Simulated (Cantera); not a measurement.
A closed system holds: 1 mol Si, 1.8 mol Cl2, 2.3 mol H2, at 600 K.

These are equilibrium values from Cantera (NASA tables, ideal gas, pure condensed phases), not measurements of a reactor. Candidate condensed phases: Si; 19 gas species. The numbers say what is thermodynamically allowed, not how fast it happens.

### Question
What share of the Si ends up in condensed phases as a function of P (Pa), at 10000, 20000, 42000, 85000, 170000, 350000, 720000, 1500000, 3000000?

### Answer
| P (Pa) | Si condensed (%) | as |
|---|---|---|
| 10000 | 4.9 | Si(s) |
| 20000 | 4.1 | Si(s) |
| 42000 | 3.1 | Si(s) |
| 85000 | 2.0 | Si(s) |
| 170000 | 0.8 | Si(s) |
| 350000 | 0.0 | - |
| 720000 | 0.0 | - |
| 1500000 | 0.0 | - |
| 3000000 | 0.0 | - |
